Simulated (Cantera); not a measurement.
Source: NASA polynomial tables (part measured, part estimated), evaluated in Cantera. Values are per mole of reaction as written; species without (g) are pure solids or liquids, kept so even where they would boil at 1 bar.

2 Cu2O + 8 H(g) + 3 O2(g) = 4 Cu(OH)2

| T (K) | ΔH° (kJ) | ΔS° (J/K) | ΔG° (kJ) | log10 K |
|---|---|---|---|---|
| 1073 | -3182.7 | -1256.3 | -1834.6 | 89.31 |
| 1098 | ? | ? | ? | ? |
| 1123 | ? | ? | ? | ? |
| 1148 | -3179.4 | -1253.4 | -1740.5 | 79.19 |
| 1173 | -3178.3 | -1252.5 | -1709.2 | 76.11 |
| 1198 | -3177.3 | -1251.6 | -1677.9 | 73.16 |
| 1223 | -3176.3 | -1250.8 | -1646.6 | 70.33 |
| 1248 | -3175.3 | -1250.0 | -1615.4 | 67.61 |
| 1273 | -3174.4 | -1249.2 | -1584.1 | 65.00 |
| 1298 | ? | ? | ? | ? |

Q: Some entries are withheld; supply them.

A: 
- 1098, ΔH° (kJ): -3181.6
- 1098, ΔS° (J/K): -1255.3
- 1098, ΔG° (kJ): -1803.2
- 1098, log10 K: 85.78
- 1123, ΔH° (kJ): -3180.5
- 1123, ΔS° (J/K): -1254.3
- 1123, ΔG° (kJ): -1771.9
- 1123, log10 K: 82.41
- 1298, ΔH° (kJ): -3173.5
- 1298, ΔS° (J/K): -1248.5
- 1298, ΔG° (kJ): -1552.9
- 1298, log10 K: 62.49
